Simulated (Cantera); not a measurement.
An isothermal, constant-pressure homogeneous reactor starts with H2 : O2 : N2 = 0.4 : 1 : 0.69 (molar parts), at 1298 K and 0.0267 bar. Integrator tolerance rtol = 1e-08.

Computed with Cantera and GRI-Mech 3.0 (53 species, 325 reactions). Radical loss at walls, strong at low pressure, is not modelled. The temperature is held fixed by assumption; the heat of reaction is taken as removed at once.

Problem. What does this change do: pressure from 0.0267 bar to 0.00110 bar?

Solution. 
```csv
quantity,before,after
x(H2) at 3.00 s,4.04e-7 (gas-phase equilibrium 1.68e-7),0.00662 (gas-phase equilibrium 8.27e-7)
x(O2) at 3.00 s,0.423 (gas-phase equilibrium 0.423),0.399 (gas-phase equilibrium 0.423)
x(N2O) at 3.00 s,1.87e-8 (gas-phase equilibrium 2.80e-9),2.40e-10 (gas-phase equilibrium 5.68e-10)
x(OH) at 3.00 s,6.85e-5 (gas-phase equilibrium 4.41e-5),0.00851 (gas-phase equilibrium 9.79e-5)
x(O) at 3.00 s,1.65e-6 (gas-phase equilibrium 6.84e-7),0.0297 (gas-phase equilibrium 3.37e-6)
x(NO) at 3.00 s,4.81e-6 (gas-phase equilibrium 0.000379),4.06e-6 (gas-phase equilibrium 0.000379)
x(H) at 3.00 s,1.00e-8 (gas-phase equilibrium 2.71e-9),0.0240 (gas-phase equilibrium 2.96e-8)
```
